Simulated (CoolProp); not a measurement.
Vapour-liquid equilibrium of n-pentane (1) + benzene (2) at 288 K; x and y are mole fractions of (1).

Computed with CoolProp (multi-fluid Helmholtz-energy mixture model, Thol 2019 and Thol 2012; pair parameters Bell 2016).

```tsv
x	bubble pressure, mixture model (MPa)	bubble pressure, Raoult's law (MPa)	y, mixture model	y, Raoult's law
0.05	0.01190	0.009706	0.375	0.238
0.2	0.02084	0.01546	0.688	0.597
0.35	0.02686	0.02122	0.789	0.762
0.5	0.03159	0.02698	0.848	0.856
0.65	0.03585	0.03274	0.895	0.917
0.8	0.04010	0.03850	0.939	0.960
0.95	0.04460	0.04426	0.984	0.991
```

The largest gap from Raoult's law is +34.8 % in bubble pressure, at x = 0.2. No azeotrope shows between x = 0.05 and 0.95.

The pair parameters rest on a limited set of measurements; away from them the model extrapolates.
